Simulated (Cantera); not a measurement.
A Cantera script and its output.

```python
import numpy as np
import cantera as ct

gas = ct.Solution("h2o2.yaml")
gas.TPX = 698, 300000, {'H2': 1, 'O2': 0.943, 'N2': 3.58, 'H2O': 0.14}
flame = ct.FreeFlame(gas, width=0.019)
flame.set_refine_criteria(ratio=3, slope=0.08, curve=0.16)
flame.transport_model = "mixture-averaged"
flame.solve(loglevel=0, auto=True)
z, T = flame.grid, flame.T
thick = (T[-1] - T[0]) / np.gradient(T, z).max()
show = ['H2', 'O2', 'H2O', 'H2O2', 'H', 'O']
print(f"laminar burning velocity  {flame.velocity[0] * 100:.3f} cm/s")
print(f"burnt temperature         {T[-1]:.1f} K")
print(f"thermal thickness         {thick * 1e3:.4f} mm")
print(f"grid points               {len(z)}")
z0 = z[flame.heat_release_rate.argmax()]
print(f"{'z/mm':>9s}{'T/K':>9s}{'u/(m/s)':>9s}" + "".join(f"{s:>11s}" for s in show))
rows = []
for k in (-3, -2, -1.5, -1, -0.5, -0.25, 0, 0.25, 0.5, 1, 2, 4, 8):
    zz = z0 + k * thick
    rows.append([k * thick, np.interp(zz, z, T), np.interp(zz, z, flame.velocity),
                 *(np.interp(zz, z, flame.X[gas.species_index(s)]) for s in show)])
    print(f"{rows[-1][0] * 1e3:9.3f}{rows[-1][1]:9.1f}{rows[-1][2]:9.3f}" + "".join(f"{x:11.3e}" for x in rows[-1][3:]))
```

Result:

```
laminar burning velocity  352.160 cm/s
burnt temperature         1965.8 K
thermal thickness         0.1139 mm
grid points               109
     z/mm      T/K  u/(m/s)         H2         O2        H2O       H2O2          H          O
   -0.342    698.0    3.521  1.764e-01  1.666e-01  2.473e-02  2.419e-10  5.021e-14  4.327e-13
   -0.228    698.1    3.518  1.755e-01  1.667e-01  2.476e-02  1.041e-08  1.423e-11  1.236e-10
   -0.171    698.5    3.512  1.736e-01  1.671e-01  2.485e-02  8.392e-08  5.059e-10  3.173e-09
   -0.114    702.2    3.505  1.668e-01  1.684e-01  2.534e-02  1.361e-06  8.903e-08  1.382e-07
   -0.057    794.4    3.851  1.352e-01  1.697e-01  3.615e-02  4.422e-05  1.356e-04  3.373e-05
   -0.028   1033.7    4.901  9.696e-02  1.586e-01  7.004e-02  5.670e-05  1.698e-03  5.440e-04
    0.000   1339.9    6.272  5.253e-02  1.310e-01  1.257e-01  1.721e-05  5.662e-03  2.913e-03
    0.028   1561.3    7.278  2.314e-02  1.051e-01  1.693e-01  5.538e-06  7.376e-03  5.533e-03
    0.057   1688.6    7.851  1.151e-02  9.329e-02  1.889e-01  3.285e-06  6.062e-03  6.076e-03
    0.114   1813.0    8.396  5.386e-03  8.763e-02  2.018e-01  1.817e-06  3.044e-03  4.475e-03
    0.228   1897.8    8.754  2.489e-03  8.671e-02  2.093e-01  1.010e-06  9.396e-04  2.154e-03
    0.456   1940.6    8.930  9.143e-04  8.699e-02  2.135e-01  5.478e-07  2.015e-04  7.915e-04
    0.911   1958.2    9.001  3.015e-04  8.740e-02  2.154e-01  2.988e-07  3.871e-05  2.680e-04
```

Cantera simulation using the H2/O2 subset of GRI-Mech 3.0, which has no nitrogen chemistry; the numbers are that mechanism's predictions, not measurements. The hydrogen kinetics of GRI-Mech 3.0 are dated; newer H2 mechanisms differ, most at raised pressure. Burning velocities carry a grid error of a few per cent, more on coarse grids. Lean hydrogen flames are cellular in practice and burn faster than this planar one.
